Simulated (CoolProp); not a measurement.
Tetradecamethylhexasiloxane (MD4M) at several states: Z from the reference equation and from simpler models built on Tc = 653.2 K, pc = 8.286 bar, ω = 0.800; each cubic takes its own stable root.

Values from CoolProp's reference Helmholtz-energy equation of state, Thol 2019.

```csv
T (K),p (bar),phase,reference
581.8,1.63,gas,0.8618
438.8,2.65,liquid,0.04457
293.7,1.06,liquid,0.02236
594.8,0.693,gas,0.9499
318.1,1.45,liquid,0.02901
```

Task: How far does each simpler model (van der Waals, Redlich-Kwong, Soave-Redlich-Kwong, Peng-Robinson) lie from the reference over these 5 states: mean and median of the absolute difference, and the worst?

Result: 
- van der Waals: mean 53.2 %, median 81.7 %, worst +88.7 % at 293.7 K and 1.06 bar
- Redlich-Kwong: mean 16.7 %, median 24.8 %, worst +26.9 % at 293.7 K and 1.06 bar
- Soave-Redlich-Kwong: mean 10.8 %, median 12.7 %, worst +19.9 % at 293.7 K and 1.06 bar
- Peng-Robinson: mean 2.9 %, median 1.4 %, worst +7.2 % at 293.7 K and 1.06 bar
